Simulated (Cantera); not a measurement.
Equilibrium for oxide etching and cleaning by halides: MgO + HBr + H2

A closed system holds: 1 mol MgO, 10 mol HBr, 2.1 mol H2.

Method: chemical equilibrium by Gibbs-energy minimisation in Cantera with the NASA 1993 tables (ideal gas, pure condensed phases). Candidate condensed phases: Br2, H2O, Mg, MgBr2, MgO, Mg(OH)2; 20 gas species. Mutual solubility and eutectic melting of coexisting phases are not modelled. Equilibrium is a limit: real reactors are often held back by kinetics, nucleation or transport.

### Question
Map the stable condensed phases over T = 673, 773, 873, 973, 1073, 1173, 1273, 1373, 1473, 1573, 1673, 1773, 1873, 1973 K and P in Pa = 1, 3.6, 13, 46, 170, 600, 2200, 7700, 28000, 100000.

### Answer
```
T in K \ P in Pa
              1    3.6     13     46    170    600   2200   7700  28000 100000
   1973       A      A      A      A      A      A      A      A      A      A
   1873       A      A      A      A      A      A      A      A      A      A
   1773       A      A      A      A      A      A      A      A      A      A
   1673       B      B      A      A      A      A      A      A      A      A
   1573       B      B      A      A      A      A      A      A      A      A
   1473       B      B      A      A      A      A      A      A      A      A
   1373       B      B      B      B      B      B      B      B      B      B
   1273       B      B      B      B      B      B      B      B      B      B
   1173       B      B      B      B      B      B      B      B      B      B
   1073       B      B      B      B      B      B      B      B      B      C
    973       B      B      B      B      B      B      B      B      C      C
    873       B      B      B      B      B      B      C      C      C      D
    773       B      B      B      B      C      C      C      C      D      D
    673       B      B      C      C      C      C      D      D      D      D
```
A: gas only; B: MgO; C: MgBr2 + MgO; D: MgBr2.
